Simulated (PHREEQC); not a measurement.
0.32 g of hydrous ferric oxide (600 m²/g; 0.2 weak and 0.005 strong sites per Fe, Dzombak-Morel constants, diffuse double layer) in 1 kg of water with 0.005 mol/kgw of an inert sodium salt and 0.066 mmol/kgw MnCl2, at 25 °C; the pH is set by adding NaOH or the inert anion's acid. No oxygen is let in. No CO2 enters from the air. Nothing may precipitate in this run.

The series has 13 steps of pH, from 4 to 10.

The numbers come from PHREEQC with the ion-association model, wateq4f.dat.

Problem. Near which pH is half of the Mn sorbed, and on which side is more sorbed?

Solution. Near pH 7.3, with more sorbed at higher pH.
